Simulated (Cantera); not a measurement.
Input: 1 mol Si2H6, 0.55 mol N2O, 2.4 mol CO2, held at 0.133 bar.

Method: chemical equilibrium by Gibbs-energy minimisation in Cantera with the NASA 1993 tables (ideal gas, pure condensed phases). Candidate condensed phases: C, C6H6, C7H8, C8H18, H2O, Si, SiC, SiO2, Si2N2O, Si3N4; 151 gas species. The feed counts by its element totals alone. The tables hold silica as quartz up to 1696 K and as liquid above; real silica turns to tridymite and cristobalite and melts near 1996 K. Kinetics and transport are ignored.

Over these rows the condensed part is C(graphite) + SiO2(β-quartz). Partial pressures as log10 of bar:

```tsv
T (K)	1000/T (1/K)	log p CH4	log p H2	log p CO	log p N2
848	1.1792	-2.42	-1.11	-1.75	-1.76
948	1.0549	-2.96	-1.10	-1.49	-1.81
1048	0.9542	-3.42	-1.09	-1.44	-1.82
1148	0.8711	-3.80	-1.09	-1.44	-1.82
1248	0.8013	?	-1.09	-1.44	-1.82
1348	0.7418	-4.41	-1.09	-1.44	-1.82
```

### Question
Fit log p(CH4) = a + b·(1000/T) to the five rows, give the apparent enthalpy, and predict the row at 1248 K.

### Answer
Means: 1000/T = 0.9602, log p = -3.402. Sxy = 0.512632, Sxx = 0.1126025, so b = 4.55 and a = -3.402 − (4.55)×0.9602 = -7.77.
Apparent enthalpy: −19.145 × (4.55) = -87 kJ/mol. With the condensed phases at unit activity, C(graphite) + 2 H2(g) = CH4(g) links this pressure to the main gases: over the six rows their terms move log p by +0.04 in all, so the slope is close to that reaction's ΔH°. The five rows lie within 0.02 of the line.
Prediction at 1248 K: -7.77 + (4.55)×0.8013 = -4.12. The computed value is -4.13, 0.01 from the line.
